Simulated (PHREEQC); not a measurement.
0.051 g of hydrous ferric oxide (600 m²/g; 0.2 weak and 0.005 strong sites per Fe, Dzombak-Morel constants, diffuse double layer) in 1 kg of water with 0.005 mol/kgw of an inert sodium salt and 0.01 mmol/kgw CaCl2 and 0.00033 mmol/kgw Ag2SO4, at 25 °C; the pH is set by adding NaOH or the inert anion's acid. O2 is buffered at 0.21 atm. The system is closed to CO2. No solid was allowed to form.

Base run: PHREEQC, ion-association model, wateq4f.dat. Each further column changes one thing. The table gives Ag sorbed (%).

| pH | base | no electrostatic term (-no_edl) | background salt from 0.005 to 0.0005 mol/kgw | oxide from 0.051 to 0.26 g/kgw | 0.00019 mol/kgw Na2SO4 added |
|---|---|---|---|---|---|
| 3 | 0.0 | 0.0 | 0.0 | 0.0 | 0.0 |
| 3.75 | 0.0 | 0.0 | 0.0 | 0.1 | 0.0 |
| 4.5 | 0.1 | 0.0 | 0.1 | 0.5 | 0.0 |
| 4.88 | 0.2 | 0.0 | 0.3 | 1.3 | 0.1 |
| 5.62 | 1.5 | 0.0 | 1.6 | 7.2 | 0.7 |
| 6.38 | 8.1 | 1.2 | 8.6 | 31.2 | ___ |
| 7.12 | 31.6 | ___ | 32.6 | ___ | 31.1 |
| 7.5 | 50.7 | 38.5 | ___ | 85.1 | 50.4 |
| 8.25 | 76.5 | 78.9 | 76.0 | 95.8 | 76.5 |
| 9 | 78.9 | 93.3 | 77.3 | 98.8 | 79.1 |

### Question
Some entries are withheld; supply them.

### Answer

- 6.38, 0.00019 mol/kgw Na2SO4 added: 6.9
- 7.12, no electrostatic term (-no_edl): 16.7
- 7.12, oxide from 0.051 to 0.26 g/kgw: 71.0
- 7.5, background salt from 0.005 to 0.0005 mol/kgw: 51.7

The oxide is taken as insoluble; below pH 4 it would dissolve.
